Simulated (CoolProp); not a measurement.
A single-stage vapour-compression cycle with R404A: evaporating at 246.15 K (dew point), condensing at 308.15 K (bubble point), superheat 0 K, subcooling 2 K, compressor efficiency 0.9, no pressure losses. Each further row changes one setting.

Model: reference Helmholtz-energy equation of state, Lemmon 2003, in CoolProp. It is a pseudo-pure fit of the blend.

```tsv
case	cooling COP	pressure ratio	discharge temperature (K)	refrigerating effect (kJ/kg)	volumetric capacity (kJ/m³)
as stated	2.35	7.09	320.3	102	1210
evaporating temperature 251.15 K	(withheld)	5.82	319.0	105	1510
condensing temperature 303.15 K	2.70	(withheld)	314.7	110	1310
subcooling 7 K	2.53	7.09	320.3	110	1310
superheat 10 K	(withheld)	7.09	329.7	111	1250
compressor efficiency 0.8	2.09	7.09	324.8	102	1210
```

Q: Some entries are withheld; supply them.

A: 
- evaporating temperature 251.15 K, cooling COP: 2.69
- condensing temperature 303.15 K, pressure ratio: 6.25
- superheat 10 K, cooling COP: 2.40
